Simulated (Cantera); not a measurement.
An adiabatic, constant-pressure homogeneous reactor starts with CH₄ : CO : O₂ : N₂ : CO₂ = 1 : 0.84 : 7.56 : 28.4 : 4.4 (molar parts), at 1623 K and 77000 Pa. Integrator tolerance rtol = 1e-08.

Cantera simulation using GRI-Mech 3.0 (53 species, 325 reactions); the numbers are that mechanism's predictions, not measurements.

### Question
What does this change do: pressure from 77000 Pa to 101000 Pa?

### Answer
```json
[
 {"quantity": "time of steepest temperature rise", "before": "0.423 ms", "after": "0.332 ms"},
 {"quantity": "temperature at 10.0 s", "before": "2184 K", "after": "2187 K"},
 {"quantity": "equilibrium temperature", "before": "2184 K", "after": "2187 K"},
 {"quantity": "x(CH₄) at 10.0 s", "before": "<1e-12 (gas-phase equilibrium <1e-12)", "after": "<1e-12 (gas-phase equilibrium <1e-12)"},
 {"quantity": "x(CO) at 10.0 s", "before": "0.00263 (gas-phase equilibrium 0.00263)", "after": "0.00235 (gas-phase equilibrium 0.00235)"},
 {"quantity": "x(O₂) at 10.0 s", "before": "0.119 (gas-phase equilibrium 0.119)", "after": "0.119 (gas-phase equilibrium 0.119)"},
 {"quantity": "x(H₂O) at 10.0 s", "before": "0.0461 (gas-phase equilibrium 0.0461)", "after": "0.0462 (gas-phase equilibrium 0.0462)"},
 {"quantity": "x(OH) at 10.0 s", "before": "0.00294 (gas-phase equilibrium 0.00294)", "after": "0.00279 (gas-phase equilibrium 0.00279)"}
]
```

### Question
What does this change do: pressure from 77000 Pa to 720000 Pa?

### Answer
```json
[
 {"quantity": "time of steepest temperature rise", "before": "0.423 ms", "after": "66.3 µs"},
 {"quantity": "temperature at 10.0 s", "before": "2184 K", "after": "2204 K"},
 {"quantity": "equilibrium temperature", "before": "2184 K", "after": "2204 K"},
 {"quantity": "x(CH₄) at 10.0 s", "before": "<1e-12 (gas-phase equilibrium <1e-12)", "after": "<1e-12 (gas-phase equilibrium <1e-12)"},
 {"quantity": "x(CO) at 10.0 s", "before": "0.00263 (gas-phase equilibrium 0.00263)", "after": "0.000997 (gas-phase equilibrium 0.000997)"},
 {"quantity": "x(O₂) at 10.0 s", "before": "0.119 (gas-phase equilibrium 0.119)", "after": "0.118 (gas-phase equilibrium 0.118)"},
 {"quantity": "x(H₂O) at 10.0 s", "before": "0.0461 (gas-phase equilibrium 0.0461)", "after": "0.0468 (gas-phase equilibrium 0.0468)"},
 {"quantity": "x(OH) at 10.0 s", "before": "0.00294 (gas-phase equilibrium 0.00294)", "after": "0.00183 (gas-phase equilibrium 0.00183)"}
]
```

### Question
What does this change do: constant volume in place of constant pressure?

### Answer
| quantity | before | after |
|---|---|---|
| time of steepest temperature rise | 0.423 ms | 0.416 ms |
| temperature at 10.0 s | 2184 K | 2291 K |
| equilibrium temperature | 2184 K | 2291 K |
| x(CH₄) at 10.0 s | <1e-12 (gas-phase equilibrium <1e-12) | <1e-12 (gas-phase equilibrium <1e-12) |
| x(CO) at 10.0 s | 0.00263 (gas-phase equilibrium 0.00263) | 0.00447 (gas-phase equilibrium 0.00447) |
| x(O₂) at 10.0 s | 0.119 (gas-phase equilibrium 0.119) | 0.118 (gas-phase equilibrium 0.118) |
| x(H₂O) at 10.0 s | 0.0461 (gas-phase equilibrium 0.0461) | 0.0453 (gas-phase equilibrium 0.0453) |
| x(OH) at 10.0 s | 0.00294 (gas-phase equilibrium 0.00294) | 0.00406 (gas-phase equilibrium 0.00406) |
